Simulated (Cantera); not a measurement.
Feed: 1 mol Fe3O4, 1.4 mol C, 0.65 mol CO, 0.83 mol CH4, at 0.00133 bar.

Method: chemical equilibrium by Gibbs-energy minimisation in Cantera with the NASA 1993 tables (ideal gas, pure condensed phases). Candidate condensed phases: C, C6H6, C7H8, C8H18, Fe, Fe(CO)5, FeO, Fe(OH)2, Fe(OH)3, Fe2O3, Fe3O4, H2O; 114 gas species. Mutual solubility and eutectic melting of coexisting phases are not modelled. The tables' stoichiometric FeO is somewhat more stable than real wüstite, so its field is too wide. FeO: taken at fixed stoichiometry. Rates play no part. All values below are at 1600 K.

Base state: CO 0.550, H2 0.250, H2O 0.115, CO2 0.0838, Fe 0.000822, H 0.000745, OH 1.34e-5 (mole fractions); condensed: Fe(γ) + FeO(s).

Problem. What changes in the equilibrium state with this change: CH4 from 0.83 to 3.1 mol?

Solution. 
| species | before | after |
|---|---|---|
| H2 | 0.250 | 0.570 |
| CO | 0.550 | 0.428 |
| H | 0.000745 | 0.00112 |
| H2O | 0.115 | 2.84e-7 |
| CO2 | 0.0838 | 7.10e-8 |
| Fe | 0.000822 | 0.000822 |
| C2H2 (acetylene) | <1e-9 | 1.57e-5 |
| OH | 1.34e-5 | <1e-9 |
| Fe(γ), mol | 2.13 | 2.99 |
| FeO(s), mol | 0.868 | 0 |
| C(graphite), mol | 0 | 0.500 |
Iron dissolves carbon and melts from about 1420 K in contact with it, which pure phases cannot show. Condensed phases not in the tables: cementite and carbon dissolved in iron.

Problem. What changes in the equilibrium state with this change: Fe3O4 replaced by SiO2?

Solution. 
```tsv
species	before	after
CO	0.550	0.525
H2	0.250	0.385
SiO	0	0.0893
H2O	0.115	1.80e-6
CO2	0.0838	8.19e-7
Fe	0.000822	0
OH	1.34e-5	<1e-9
H	0.000745	0.000923
Fe(γ), mol	2.13	0
FeO(s), mol	0.868	0
SiC(s), mol	0	0.615
```
Further candidate phases: Si, SiC, SiO2.
